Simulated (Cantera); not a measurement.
Feed: 1 mol Si, a varied amount of NF₃, at 850 K and 6.60e-5 bar.

Cantera equilibrium calculation (NASA polynomials, part measured and part estimated; ideal gas, pure solids and liquids). Candidate condensed phases: Si, Si₃N₄; 16 gas species. Equilibrium is a limit: real reactors are often held back by kinetics, nucleation or transport.

Task: At 1.8 mol NF₃, list the 4 most abundant gas species with their mole fractions, and the condensed phases.

Result: F 0.375, SiF₄ 0.313, N₂ 0.281, F₂ 0.0315. Condensed: gas only.
